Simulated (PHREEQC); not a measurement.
NaOH is added in steps, without added water, to 1 kg of water holding 0.044 mol CuSO4 and 0.00029 mol KCl, at 20 °C. O2 is buffered at 0.21 atm. No CO2 enters from the air. The run lets Tenorite, Brochantite, Antlerite, Atacamite, Halite, Mirabilite, Chalcanthite precipitate or redissolve, and no other solid.

Base run: PHREEQC, ion-association model, wateq4f.dat. Each further column changes one thing. The table gives pH.

```json
[
 {"NaOH added (mol)": "0", "base": "4.07", "metal-ligand complexes left out": "3.91", "Davies equation for every ion": "4.09", "all activity coefficients set to 1": "3.97"},
 {"NaOH added (mol)": "0.01", "base": "4.13", "metal-ligand complexes left out": "3.96", "Davies equation for every ion": "4.15", "all activity coefficients set to 1": "4.05"},
 {"NaOH added (mol)": "0.0225", "base": "4.23", "metal-ligand complexes left out": "4.05", "Davies equation for every ion": "4.24", "all activity coefficients set to 1": "4.16"},
 {"NaOH added (mol)": "0.0325", "base": "4.33", "metal-ligand complexes left out": "4.15", "Davies equation for every ion": "4.35", "all activity coefficients set to 1": "4.28"},
 {"NaOH added (mol)": "0.045", "base": "4.54", "metal-ligand complexes left out": "4.35", "Davies equation for every ion": "4.56", "all activity coefficients set to 1": "4.52"},
 {"NaOH added (mol)": "0.055", "base": "4.97", "metal-ligand complexes left out": "4.77", "Davies equation for every ion": "4.98", "all activity coefficients set to 1": "4.96"},
 {"NaOH added (mol)": "0.0675", "base": "6.98", "metal-ligand complexes left out": "7.00", "Davies equation for every ion": "6.98", "all activity coefficients set to 1": "7.16"},
 {"NaOH added (mol)": "0.0775", "base": "7.00", "metal-ligand complexes left out": "7.02", "Davies equation for every ion": "7.00", "all activity coefficients set to 1": "7.18"},
 {"NaOH added (mol)": "0.09", "base": "11.34", "metal-ligand complexes left out": "11.34", "Davies equation for every ion": "11.36", "all activity coefficients set to 1": "11.47"},
 {"NaOH added (mol)": "0.1", "base": "12.12", "metal-ligand complexes left out": "12.11", "Davies equation for every ion": "12.13", "all activity coefficients set to 1": "12.25"}
]
```

The database's constant for dissolved Cu(OH)2 is higher than later reviews accept.
